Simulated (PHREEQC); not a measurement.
Dissolve 82 mmol/kgw Cs2SO4, 0.064 mmol/kgw K2CO3 and 0.02 mmol/kgw CO2 at 25 °C. Closed to the air; pH follows from the charge balance.

Computed with PHREEQC (ion-association model, wateq4f.dat).

No solid was allowed to form.

Task: What pH does the model give?

Result: pH 9.29.

Task: In which forms is C present?

Result: HCO3- 81 %, CO3-2 19 % of the C.

Species that the database lacks are ignored.
